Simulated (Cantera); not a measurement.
## Premixed flame

A freely propagating, adiabatic, planar premixed flame of 51.2 % H2, 10.2 % O2, 38.5 % N2, equivalence ratio 2.5, unburnt at 350 K and 1.00 bar; mixture-averaged transport, grid criteria slope 0.08 and curve 0.16, no radiation.

Model: the H2/O2 subset of GRI-Mech 3.0, which has no nitrogen chemistry, integrated in Cantera. Burning velocities carry a grid error of a few per cent, more on coarse grids.

```tsv
z (mm)	T (K)	u (m/s)	x H2	x O2	x HO2	x H2O2	x OH	x H2O
-1.11	350	3.39	0.512	0.102	<1e-8	<1e-8	<1e-8	<1e-8
-0.741	350	3.39	0.512	0.102	<1e-8	<1e-8	<1e-8	<1e-8
-0.556	350	3.39	0.512	0.102	<1e-8	<1e-8	<1e-8	2.42e-8
-0.371	350	3.40	0.512	0.102	2.08e-7	1.35e-8	<1e-8	8.96e-7
-0.185	383	3.68	0.507	0.103	0.000166	1.37e-5	1.98e-5	0.000705
-0.0927	653	6.09	0.476	0.0972	0.000254	6.19e-5	0.000637	0.0212
0	1032	9.37	0.414	0.0736	9.17e-5	7.60e-6	0.000753	0.0770
0.0927	1302	11.7	0.346	0.0340	3.59e-5	7.32e-7	0.00144	0.154
0.185	1439	13.0	0.312	0.00997	1.01e-5	3.35e-7	0.00149	0.200
0.371	1549	13.9	0.304	0.000729	6.88e-7	1.75e-7	0.00144	0.219
0.741	1644	14.6	0.311	6.74e-5	7.02e-8	1.21e-7	0.00145	0.222
1.48	1734	15.3	0.319	3.37e-5	3.83e-8	7.05e-8	0.00130	0.223
2.97	1809	15.9	0.327	1.66e-5	2.07e-8	3.47e-8	0.00103	0.225
```
x: mole fraction of selected species; z is measured from the peak of heat release.

```json
{
 "laminar_burning_velocity": "339 cm/s",
 "thermal_thickness": "0.371 mm",
 "peak x(HO2)": "0.000408",
 "peak x(H2O2)": "6.65e-5",
 "peak x(OH)": "0.00153",
 "grid_points": "126"
}
```
